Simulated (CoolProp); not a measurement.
Vapour-liquid equilibrium of R141b (1) + n-pentane (2) at 318.4 K; x and y are mole fractions of (1).

Values from CoolProp's multi-fluid Helmholtz-energy mixture model, Lemmon 2006 and Thol 2019; pair parameters Bell 2016.

Task: Give the bubble pressure and the first vapour's composition at x = 0.2, 0.425, 0.575. Is there an azeotrope?

Result: x = 0.2: 0.1531 MPa, y = 0.264; x = 0.425: 0.1615 MPa, y = 0.465; x = 0.575: 0.1638 MPa, y = 0.587. y crosses x between x = 0.575 and 0.65: the model has an azeotrope there.

Pair parameters are fitted to limited data, so mixtures are less certain than the pure fluids.
